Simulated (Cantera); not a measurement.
A closed system holds: 1 mol Si, 1.3 mol HF, 2.5 mol H2, equilibrated at 1077 °C and 100 Torr.

Equilibrium computed with Cantera from the NASA thermochemical tables; the gas is ideal and each condensed phase is pure. Candidate condensed phases: Si; 25 gas species. The tables' values for SiF3, SiF2 are old estimates; treat these amounts as uncertain. Kinetics and transport are ignored.

What is the equilibrium state?


```json
{
  "x(H2)": "0.901",
  "x(SiF4)": "0.0793",
  "x(SiHF3)": "0.0107",
  "x(SiF3)": "0.00727",
  "x(HF)": "0.000988",
  "x(SiH2F2)": "0.000680",
  "x(SiF2)": "0.000508",
  "x(SiH3F)": "1.16e-5",
  "x(H)": "6.19e-6",
  "n(Si(s))": "0.658 mol",
  "gas_amount": "3.473 mol"
}
```
